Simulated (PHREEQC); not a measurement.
Consider water at 60 °C with 0.011 mol/kgw H2SO4, 0.0006 mol/kgw ZnSO4 and 0.09 mol/kgw Fe2(SO4)3. Closed to the air; pH follows from the charge balance.

All values are PHREEQC results (ion-association model, wateq4f.dat), not measurements.

### Question
The ionic strength comes out as 0.292 mol/kgw. What activity coefficients do FeOH+2, Fe2(OH)2+4, Zn+2, FeHSO4+2, Fe(SO4)2- get?

### Answer
FeOH+2 0.24, Fe2(OH)2+4 0.0050, Zn+2 0.27, FeHSO4+2 0.27, Fe(SO4)2- 0.72.

No solid was allowed to form. Examples of supersaturated solids here: Hematite (slow to form), Goethite (slow to form). Others may be too. Constants without temperature data keep their 25 °C values here.
